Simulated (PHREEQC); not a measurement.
Model water analysis in mg/L, 25 °C, pH 7.94, pe -0.3:

```
constituent         mg/L
------------------  ----
Na                  2020
K                   5.03
Ca                   100
Mg                   328
Cl                  2150
S(6) as SO4         2840
Alkalinity as HCO3  1.72
Li                  25.3
```

Valence states are taken as typed.

Model: ion-association model, phreeqc.dat, run in PHREEQC.

Question: The ionic strength comes out as 0.139 mol/kgw. What activity coefficients do Cl-, SO4-2, Ca+2, Na+, OH- get?

Answer: Cl- 0.74, SO4-2 0.33, Ca+2 0.36, Na+ 0.77, OH- 0.74.

Precipitation was switched off in this run. Species that the database lacks are ignored.
